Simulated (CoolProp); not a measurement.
Tetrahydrofuran at 293.15 K and 0.0115 MPa is throttled through a valve to 0.00696 MPa with no heat exchange. Each further row changes one setting.

Computed with CoolProp (reference Helmholtz-energy equation of state, Fiedler 2023).

| case | temperature change (K) | final density (kg/m³) |
|---|---|---|
| as stated | -0.2 | … |
| outlet pressure 0.00209 MPa | … | 0.0620 |
| outlet pressure 0.00905 MPa | … | … |

Problem. Fill in the missing entries.

Solution. 
- as stated, final density (kg/m³): 0.207
- outlet pressure 0.00209 MPa, temperature change (K): -0.4
- outlet pressure 0.00905 MPa, temperature change (K): -0.1
- outlet pressure 0.00905 MPa, final density (kg/m³): 0.269
